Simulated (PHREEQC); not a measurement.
Make-up at 50 °C: 0.042 mol/kgw HF, 0.00071 mol/kgw (NH4)2SiF6 and 0.052 mol/kgw HBF4. Closed to the air; pH follows from the charge balance.

All values are PHREEQC results (ion-association model, wateq4f.dat), not measurements.

Each row changes one thing in this solution. No solid was allowed to form.

| case | pH | ionic strength (mol/kgw) | HF (mol/kgw) | H2F2 (mol/kgw) | BF3OH- (mol/kgw) | F- (mol/kgw) | SI of Quartz (SiO2) |
|---|---|---|---|---|---|---|---|
| as made | 1.35 | 0.0545 | 0.0396 | 0.00161 | 0.000771 | 0.000473 | -3.17 |
| temperature from 50 to 55 °C | 1.36 | 0.0544 | 0.0405 | 0.00138 | 0.000836 | … | -2.87 |
| HF replaced by NH4HF2 at the same molality | 1.93 | 0.0582 | 0.0695 | 0.00497 | 0.000443 | 0.00312 | -5.79 |
| HF from 0.042 to 0.021 mol/kgw | 1.36 | 0.0535 | 0.0247 | 0.000628 | 0.00120 | 0.000300 | -1.96 |
| diluted 5-fold with water | 2.04 | 0.0106 | … | … | 0.000464 | 0.000592 | -1.86 |
| (NH4)2SiF6 from 0.00071 to 0.0071 mol/kgw | 1.36 | 0.0737 | 0.0396 | 0.00162 | … | 0.000495 | -2.23 |
| (NH4)2SiF6 from 0.00071 to 0.000639 mol/kgw | 1.35 | … | 0.0396 | 0.00161 | 0.000771 | 0.000473 | -3.22 |
| HBF4 from 0.052 to 0.0052 mol/kgw | 2.14 | 0.0100 | 0.0363 | 0.00134 | 8.51e-5 | 0.00235 | -4.32 |

What belongs in the gaps?


- temperature from 50 to 55 °C, F- (mol/kgw): 0.000440
- diluted 5-fold with water, HF (mol/kgw): 0.0117
- diluted 5-fold with water, H2F2 (mol/kgw): 0.000139
- (NH4)2SiF6 from 0.00071 to 0.0071 mol/kgw, BF3OH- (mol/kgw): 0.000769
- (NH4)2SiF6 from 0.00071 to 0.000639 mol/kgw, ionic strength (mol/kgw): 0.0543

Constants without temperature data keep their 25 °C values here. SiF6-2 is the database's only silicon fluoride. Real BF4- forms and hydrolyses slowly; the run takes it at equilibrium.
